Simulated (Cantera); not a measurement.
Input: 1 mol CuO, 0.86 mol CH₄, 7.8 mol H₂, at 2273 K and 17.0 mbar.

Cantera equilibrium calculation (NASA polynomials, part measured and part estimated; ideal gas, pure solids and liquids). Candidate condensed phases: C, C₆H₆, C₇H₈, C₈H₁₈, Cu, CuO, Cu(OH)₂, Cu₂O, H₂O; 113 gas species. Rates play no part.

Base state: H₂ 0.773, Cu 0.0853, CO 0.0732, H 0.0566, H₂O 0.0116, CO₂ 0.000199, OH 0.000132, Cu₂ 2.88e-5 (mole fractions); condensed: gas only.

What changes in the equilibrium state with this change: temperature from 2273 K to 2448.15 K?


```csv
species,before,after
H₂,0.773,0.707
H,0.0566,0.128
Cu,0.0853,0.0822
H₂O,0.0116,0.0109
CO,0.0732,0.0705
O,6.65e-6,4.65e-5
OH,0.000132,0.000386
Cu₂,2.88e-5,1.26e-5
CO₂,0.000199,0.000180
```
